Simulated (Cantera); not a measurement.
An isothermal, constant-pressure homogeneous reactor starts with CO : O2 : H2O : N2 = 0.011 : 0.0023 : 0.013 : 1 (molar parts), equivalence ratio 2.4, at 1323 K and 101000 Pa. Integrator tolerance rtol = 1e-08.

Computed with Cantera and GRI-Mech 3.0 (53 species, 325 reactions).

Task: What does this change do: 0.031 parts CH4 added?

Result: 
| quantity | before | after |
|---|---|---|
| x(CO) at 40.0 s | 0.00357 (gas-phase equilibrium 0.00357) | 0.0102 (gas-phase equilibrium 0.0260) |
| x(O2) at 40.0 s | <1e-12 (gas-phase equilibrium <1e-12) | 5.54e-12 (gas-phase equilibrium <1e-12) |
| x(H2O) at 40.0 s | 0.0100 (gas-phase equilibrium 0.0100) | 0.0129 (gas-phase equilibrium 1.10e-7) |
| x(NO2) at 40.0 s | <1e-12 (gas-phase equilibrium <1e-12) | <1e-12 (gas-phase equilibrium <1e-12) |
| x(H2O2) at 40.0 s | <1e-12 (gas-phase equilibrium <1e-12) | <1e-12 (gas-phase equilibrium <1e-12) |
| x(H2) at 40.0 s | 0.00268 (gas-phase equilibrium 0.00268) | 0.0176 (gas-phase equilibrium 0.0585) |
GRI-Mech 3.0 stops at C3 and has no aromatics, soot or wall deposition, so with more carbon than oxygen in the feed, carbon stays in small species such as C2H2 where larger ones or solid carbon would form.
